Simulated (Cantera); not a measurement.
A closed system holds: 1 mol CS2, 7.8 mol H2O, 1.1 mol H2, 1.7 mol O2, equilibrated at 1952 °C and 1.60 mbar.

Method: chemical equilibrium by Gibbs-energy minimisation in Cantera with the NASA 1993 tables (ideal gas, pure condensed phases). Candidate condensed phases: C, C6H6, C7H8, C8H18, H2O, H2SO4, S; 123 gas species. Equilibrium is a limit: real reactors are often held back by kinetics, nucleation or transport.

Base state: H2O 0.463, H2 0.192, SO2 0.120, H 0.0709, CO 0.0545, SO 0.0346, OH 0.0248, CO2 0.0245 (mole fractions); condensed: gas only.

What changes in the equilibrium state with this change: O2 from 1.7 to 0.16 mol?


| species | before | after |
|---|---|---|
| H2 | 0.192 | 0.336 |
| H2O | 0.463 | 0.317 |
| H | 0.0709 | 0.0939 |
| SO2 | 0.120 | 0.0804 |
| S | 0.00290 | 0.0127 |
| CO2 | 0.0245 | 0.0119 |
| OH | 0.0248 | 0.0128 |
| SO | 0.0346 | 0.0594 |
| CO | 0.0545 | 0.0676 |
| S2 | 9.37e-5 | 0.00180 |
| H2S | 2.53e-5 | 0.000194 |
| S2O | 2.95e-6 | 2.22e-5 |
| O2 | 0.00645 | 0.000986 |
| SH | 0.000475 | 0.00276 |
